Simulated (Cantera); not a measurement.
Input: 1 mol C3H8, 1.1 mol CO2, at 62300 Torr.

Method: chemical equilibrium by Gibbs-energy minimisation in Cantera with the NASA 1993 tables (ideal gas, pure condensed phases). Candidate condensed phases: C, C6H6, C7H8, C8H18, H2O; 110 gas species. The ideal-gas law is rough above about 30 bar. Kinetics and transport are ignored. All values below are at 2073 K.

Base state: H2 0.628, CO 0.358, CH4 0.0115, H2O 0.00165, C2H2 (acetylene) 0.000769, H 0.000229, CO2 0.000194, C2H4 0.000182 (mole fractions); condensed: C(graphite).

Problem. What changes in the equilibrium state with this change: C3H8 replaced by CO?

Solution. 
```tsv
species	before	after
CO2	0.000194	0.524
CO	0.358	0.476
H2	0.628	0
CH4	0.0115	0
H2O	0.00165	0
C2H2 (acetylene)	0.000769	0
H	0.000229	0
C2H4	0.000182	0
C(graphite), mol	1.83	0
```

Problem. What changes in the equilibrium state with this change: CO2 from 1.1 to 0.15 mol?

Solution. 
```tsv
species	before	after
H2	0.628	0.903
CO	0.358	0.0710
CH4	0.0115	0.0238
CO2	0.000194	7.65e-6
H2O	0.00165	0.000471
C2H6	3.59e-6	1.07e-5
C2H4	0.000182	0.000377
CH3	8.22e-5	0.000142
C(graphite), mol	1.83	2.74
```
